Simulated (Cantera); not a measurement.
Charge: 1 mol SiH₄, 0.58 mol Cl₂, 4.1 mol H₂, at 1500 K and 1 atm.

Method: chemical equilibrium by Gibbs-energy minimisation in Cantera with the NASA 1993 tables (ideal gas, pure condensed phases). Candidate condensed phases: Si; 19 gas species. The tables' values for SiCl₃ are old estimates; treat these amounts as uncertain. The numbers say what is thermodynamically allowed, not how fast it happens.

Base state: H₂ 0.880, HCl 0.0819, SiCl₂ 0.0245, SiCl₃ 0.00535, SiHCl₃ 0.00414, SiCl₄ 0.00372, SiH₂Cl₂ 0.000733, SiH₃Cl 3.81e-5 (mole fractions); condensed: Si(s).

Problem. What changes in the equilibrium state with this change: SiH₄ replaced by Si₃H₈?

Solution. 
| species | before | after |
|---|---|---|
| H₂ | 0.880 | 0.902 |
| HCl | 0.0819 | 0.0712 |
| SiCl₂ | 0.0245 | 0.0180 |
| SiCl₄ | 0.00372 | 0.00202 |
| SiCl₃ | 0.00535 | 0.00339 |
| SiHCl₃ | 0.00414 | 0.00265 |
| SiH₂Cl₂ | 0.000733 | 0.000554 |
| SiH₃Cl | 3.81e-5 | 3.40e-5 |
| Si(s), mol | 0.746 | 2.77 |
The feed counts by its element totals alone.
